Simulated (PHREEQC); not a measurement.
NaHCO3 is added in steps, without added water, to 1 kg of water holding 4.9 mmol/kgw KH2PO4 and 5.7 mmol/kgw Na2B4O7, at 25 °C. Oxygen is held at 0.21 atm. CO2 is held at log p = -3.4 (atm). The run lets Nahcolite, Natron precipitate or redissolve, and no other solid.

Base run: PHREEQC, ion-association model, wateq4f.dat. Each further column changes one thing. The table gives CO3-2 (mol/kgw).

```
NaHCO3 added (mol)      base  all activity coefficients set to 1  Davies equation for every ion  metal-ligand complexes left out  Debye-Hückel limiting law
------------------  --------  ----------------------------------  -----------------------------  -------------------------------  -------------------------
0                    5.45e-5                             4.35e-5                        5.62e-5                          5.51e-5                    5.96e-5
0.003594            0.000144                            0.000113                       0.000149                         0.000147                   0.000159
0.007906            0.000328                            0.000253                       0.000338                         0.000338                   0.000365
0.0115              0.000552                            0.000421                       0.000569                         0.000576                   0.000619
0.01509             0.000843                            0.000636                       0.000869                         0.000893                   0.000950
0.01941              0.00128                            0.000953                        0.00131                          0.00138                    0.00145
0.023                0.00170                             0.00126                        0.00175                          0.00187                    0.00193
```

H3PO4, which wateq4f.dat lacks, is added to it with the constant of phreeqc.dat.
